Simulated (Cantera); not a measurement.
A Cantera script and what it prints.

```python
import numpy as np
import cantera as ct

gas_names = """
    H H2 N NH NH2 NH3 N2 N2H2 N2H4 Si SiH SiH2 SiH3 SiH4 SiN Si2 Si2N Si3
""".split()
cond_names = """
    Si(cr) Si(L) Si3N4(a)
""".split()


# ... load() reads the species with a 1 bar reference pressure and builds the phases ...
atoms = {
    'trisilylamine': {'Si': 3, 'N': 1, 'H': 9},
    'NH3': {'N': 1, 'H': 3},
    'H2': {'H': 2},
}
top_T = {'Si3N4(a)': 2400}  # K; cautious upper limits of use, not melting points


# ... equilibrate(T, P, feed) seeds the gas with the atoms and calls Mixture.equilibrate('TP', solver="vcs", rtol=1e-11, max_steps=5000) ...
results = []
feed = {'trisilylamine': 1, 'NH3': 5, 'H2': 0.75}  # mol
P = 140  # Pa
for T in [948, 1023, 1098, 1173, 1248, 1323, 1398, 1473, 1548, 1623, 1698]:
    mix = equilibrate(T, P, feed)
    results.append((T, P, feed, dict(zip(mix.species_names, mix.species_moles))))
    x = sorted(zip(gas.X, gas.species_names), reverse=True)
    print(f"T = {T:g} K  P = {P:g} Pa  gas = {mix.phase_moles(0):.4g} mol")
    print("   x: " + "  ".join(f"{s} {v:.3e}" for v, s in x if v > 0.0001))
    print("   condensed (mol): " + ("  ".join(f"{mix.phase(i).name} {mix.phase_moles(i):.4g}"
          for i in range(1, mix.n_phases) if mix.phase_moles(i) > 1e-12) or "none"))
```

Result:

```
T = 948 K  P = 140 Pa  gas = 13.75 mol
   x: H2 9.273e-01  N2 7.273e-02
   condensed (mol): Si3N4(a) 1
T = 1023 K  P = 140 Pa  gas = 13.75 mol
   x: H2 9.273e-01  N2 7.273e-02
   condensed (mol): Si3N4(a) 1
T = 1098 K  P = 140 Pa  gas = 13.75 mol
   x: H2 9.273e-01  N2 7.273e-02
   condensed (mol): Si3N4(a) 1
T = 1173 K  P = 140 Pa  gas = 13.75 mol
   x: H2 9.273e-01  N2 7.273e-02
   condensed (mol): Si3N4(a) 1
T = 1248 K  P = 140 Pa  gas = 13.75 mol
   x: H2 9.273e-01  N2 7.273e-02
   condensed (mol): Si3N4(a) 1
T = 1323 K  P = 140 Pa  gas = 13.75 mol
   x: H2 9.272e-01  N2 7.273e-02
   condensed (mol): Si3N4(a) 1
T = 1398 K  P = 140 Pa  gas = 13.75 mol
   x: H2 9.272e-01  N2 7.272e-02  H 1.218e-04
   condensed (mol): Si3N4(a) 1
T = 1473 K  P = 140 Pa  gas = 13.75 mol
   x: H2 9.270e-01  N2 7.272e-02  H 3.255e-04
   condensed (mol): Si3N4(a) 1
T = 1548 K  P = 140 Pa  gas = 13.93 mol
   x: H2 9.147e-01  N2 8.451e-02  H 7.871e-04
   condensed (mol): Si(cr) 0.2658  Si3N4(a) 0.9113
T = 1623 K  P = 140 Pa  gas = 15.76 mol
   x: H2 8.079e-01  N2 1.903e-01  H 1.660e-03  Si 1.117e-04
   condensed (mol): Si(cr) 2.998
T = 1698 K  P = 140 Pa  gas = 15.79 mol
   x: H2 8.060e-01  N2 1.900e-01  H 3.470e-03  Si 4.691e-04
   condensed (mol): Si(L) 2.992
```

These are equilibrium values from Cantera (NASA tables, ideal gas, pure condensed phases), not measurements of a reactor. The feed counts by its element totals alone. Mutual solubility and eutectic melting of coexisting phases are not modelled. Gases not in the tables: Si2H6 and higher silanes.
